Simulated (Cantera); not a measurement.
A perfectly stirred reactor is fed with CH₄ : O₂ : N₂ = 1 : 4.88 : 18.3 (molar parts), at 1.00 bar; it is adiabatic with a 498 K inlet, and is followed from long to short residence time, starting on the burning branch (τ in s: 0.21, 0.09, 0.039, 0.017, 0.0073, 0.0031, 0.0014, 0.00059, 0.00025, 0.00011, 4.7e-05, 2e-05, 8.8e-06).

Model: GRI-Mech 3.0 (53 species, 325 reactions), integrated in Cantera.

One state of this run: T (K) = 1455; x CH₄ = 6.04e-5; x O₂ = 0.119; x OH = 0.000468; x H₂ = 6.35e-5; x NO₂ = 9.90e-9; x NO = 1.02e-6; x O = 0.000112. x: mole fraction; the columns are a selection and need not sum to one.

Task: Which value of τ (s) does it belong to?
(A) 0.0031
(B) 0.00059
(C) 0.00025
(D) 0.039

Result: D, 0.039
